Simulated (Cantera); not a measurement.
A closed system holds: 1 mol borazine, 0.85 mol H2O, 0.88 mol N2, at 1975 K and 0.100 bar.

Cantera equilibrium calculation (NASA polynomials, part measured and part estimated; ideal gas, pure solids and liquids). The feed counts by its element totals alone. The tables' values for BH2 are old estimates; treat these amounts as uncertain. Kinetics and transport are ignored.

```csv
species,before,after
H2,0.666,0.766
N2,0.227,0.231
H2O,0.000435,0.00214
HBO,0.0608,2.63e-9
B2O2,0.0157,<1e-9
B2O3,0.0140,<1e-9
HBO2,0.00780,2.15e-6
BO,0.00479,<1e-9
H,0.00353,3.01e-9
BH2,1.61e-5,<1e-9
NH3,5.43e-7,2.26e-5
"BN(s), mol",2.27,2.44
"B2O3(l), mol",0,0.280
```
Gas species are given as mole fractions.

### Question
Name the change that produced these shifts.
A. pressure from 0.100 bar to 0.00130 bar
B. H2O from 0.85 to 2.6 mol
C. borazine replaced by B
D. temperature from 1975 K to 973.15 K

### Answer
D, temperature from 1975 K to 973.15 K. Gases not in the tables: H3BO3
